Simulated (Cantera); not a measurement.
Input (Python, Cantera) and output of one run.

```python
import numpy as np
import cantera as ct

gas_names = """
    H HNO HNO2 HNO3 HO2 H2 H2O H2O2 N NH NH2 NH3 NH2OH NO NO2 NO3 N2 N2H2 N2H4 N2O O OH O2 O3 V VN VO
    VO2
""".split()
cond_names = """
    H2O(s) H2O(L) V(cr) V(L) VN(s) VO(s) VO(L) V2O3(s) V2O3(L) V2O4(I) V2O4(II) V2O4(L) V2O5(s) V2O5(L)
""".split()


def load(file, names, dense=False):
    # The tables refer to 1 bar. Condensed volumes are neglected.
    table = {s.name: s for s in ct.Species.list_from_file(file)}
    out = []
    for n in names:
        d = dict(table[n].input_data)
        d["thermo"] = dict(d["thermo"], **{"reference-pressure": 1e5})
        if dense:
            d["equation-of-state"] = {"model": "constant-volume", "density": "1e6 g/cm^3"}
        out.append(ct.Species.from_dict(d))
    return out


gas = ct.Solution(thermo="ideal-gas", species=load("nasa_gas.yaml", gas_names))
cond = {s.name: ct.Solution(thermo="fixed-stoichiometry", species=[s], name=s.name)
        for s in load("nasa_condensed.yaml", cond_names, dense=True)}
atoms = {
    'V2O3': {'V': 2, 'O': 3},
    'H2': {'H': 2},
    'N2': {'N': 2},
}
top_T = {'VN(s)': 2300}  # K; cautious upper limits of use, not melting points


def equilibrate(T, P, feed):
    n = {}
    for name, mol in feed.items():
        for a, k in atoms[name].items():
            n[a] = n.get(a, 0.0) + k * mol
    gas.TPX = T, P, n
    mass = sum(n.values()) * gas.mean_molecular_weight
    gas.equilibrate("TP")
    valid = [c for c in cond.values() if c.min_temp <= T <= top_T.get(c.name, c.max_temp)]
    mix = ct.Mixture([(gas, mass / gas.mean_molecular_weight)] + [(c, 0.0) for c in valid])
    mix.T, mix.P = T, P
    mix.equilibrate("TP", solver="vcs", rtol=1e-11, max_steps=5000)
    return mix


results = []
feed = {'V2O3': 1, 'H2': 62, 'N2': 9.1}  # mol
T = 2150  # K
P = 101325  # Pa
mix = equilibrate(T, P, feed)
results.append((T, P, feed, dict(zip(mix.species_names, mix.species_moles))))
x = sorted(zip(gas.X, gas.species_names), reverse=True)
print(f"T = {T:g} K  P = {P:g} Pa  gas = {mix.phase_moles(0):.4g} mol")
print("   x: " + "  ".join(f"{s} {v:.3e}" for v, s in x if v > 0.0001))
print("   condensed (mol): " + ("  ".join(f"{mix.phase(i).name} {mix.phase_moles(i):.4g}"
      for i in range(1, mix.n_phases) if mix.phase_moles(i) > 1e-12) or "none"))
```

Result:

```
T = 2150 K  P = 101325 Pa  gas = 71.24 mol
   x: H2 8.543e-01  N2 1.277e-01  H2O 1.399e-02  H 3.873e-03
   condensed (mol): VO(L) 1.996
```

Equilibrium computed with Cantera from the NASA thermochemical tables; the gas is ideal and each condensed phase is pure. VO: taken at fixed stoichiometry.
